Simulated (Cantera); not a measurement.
A Cantera script and what it prints.

```python
import numpy as np
import cantera as ct

gas_names = """
    CL CLO CL2 H HCL HOCL HO2 H2 H2O H2O2 Mg MgCL MgCL2 MgH MgO MgOH MgO2H2 Mg2 O OH O2 O3
""".split()
cond_names = """
    H2O(s) H2O(L) Mg(cr) Mg(L) MgCL2(s) MgCL2(L) MgO(s) MgO(L) MgO2H2(s)
""".split()


# ... load() reads the species with a 1 bar reference pressure and builds the phases ...
atoms = {
    'MgCl2': {'Mg': 1, 'CL': 2},
    'H2': {'H': 2},
    'O2': {'O': 2},
}
top_T = {}  # K; cautious upper limits of use, not melting points


# ... equilibrate(T, P, feed) seeds the gas with the atoms and calls Mixture.equilibrate('TP', solver="vcs", rtol=1e-11, max_steps=5000) ...
results = []
feed = {'MgCl2': 1, 'H2': 0.36, 'O2': 2.5}  # mol
P = 13332.2  # Pa
for T in [1148, 1223, 1298, 1373, 1448, 1523, 1598]:
    mix = equilibrate(T, P, feed)
    results.append((T, P, feed, dict(zip(mix.species_names, mix.species_moles))))

top = {s: max(r[3][s] / sum(r[3][g] for g in gas_names) for r in results) for s in gas_names}
cols = sorted((s for s in top if top[s] > 0.001), key=lambda s: -top[s])[:6]
seen = [c for c in cond_names if any(r[3].get(c, 0) > 1e-12 for r in results)]
print("log10 of partial pressures in bar; condensed amounts in mol")
print(f"{'T/K':>10s}" + "".join(f"{s[:9]:>10s}" for s in cols + seen))
for T, P, feed, n in results:
    ng = sum(n[g] for g in gas_names)
    print(f"{T:10.4g}" + "".join(f"{np.log10(max(n[s] / ng * P / 1e5, 1e-99)):10.3f}" for s in cols)
          + "".join(f"{n.get(c, 0):10.4g}" for c in seen))
```

Output:

```
log10 of partial pressures in bar; condensed amounts in mol
       T/K        O2       HCL       CL2     MgCL2        CL       H2O    MgO(s)
      1148    -1.102    -1.576    -1.583    -3.921    -3.363    -2.989     0.997
      1223    -1.102    -1.569    -1.599    -3.373    -3.023    -3.125    0.9893
      1298    -1.103    -1.566    -1.628    -2.905    -2.728    -3.238    0.9683
      1373    -1.103    -1.569    -1.685    -2.520    -2.481    -3.317    0.9223
      1448    -1.103    -1.576    -1.788    -2.229    -2.285    -3.348     0.845
      1523    -1.103    -1.587    -1.944    -2.031    -2.139    -3.319    0.7505
      1598    -1.103    -1.599    -2.145    -1.913    -2.037    -3.239    0.6663
```

Cantera equilibrium calculation (NASA polynomials, part measured and part estimated; ideal gas, pure solids and liquids).
